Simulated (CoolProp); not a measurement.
Saturated liquid density (kg/m³) of ammonia: the reference equation beside estimates from Tc = 132.4 °C, pc = 11.36 MPa, ω = 0.256. Rackett uses Z = 0.29056 − 0.08775 ω.

Values from CoolProp's reference Helmholtz-energy equation of state, Gao 2020.

| T (°C) | reference | Rackett | van der Waals | Redlich-Kwong | Soave-Redlich-Kwong |
|---|---|---|---|---|---|
| -60.15 | 713.6 | 620.3 | 370.9 | 549.8 | 562.5 |
| -38.95 | 688.5 | 599.0 | 359.1 | 529.9 | 544.9 |
| -17.85 | 662.2 | 576.7 | 346.5 | 508.2 | 525.2 |
| 3.35 | 634.1 | 552.9 | 332.7 | 484.0 | 502.8 |
| 24.45 | 603.8 | 527.4 | 317.6 | 457.1 | 477.2 |
| 45.55 | 570.5 | 499.6 | 300.8 | 426.9 | 447.6 |
| 66.75 | 532.7 | 468.1 | 281.4 | 392.1 | 412.4 |
| 87.85 | 488.0 | 431.2 | 258.6 | 351.0 | 369.5 |
| 109.05 | 429.0 | 383.2 | 229.0 | 298.6 | 313.1 |

Absolute difference from the reference over all 9 rows, mean and median: Rackett 12.4 and 12.7 %, van der Waals 47.4 and 47.4 %, Redlich-Kwong 25.2 and 24.3 %, Soave-Redlich-Kwong 22.2 and 21.2 %.
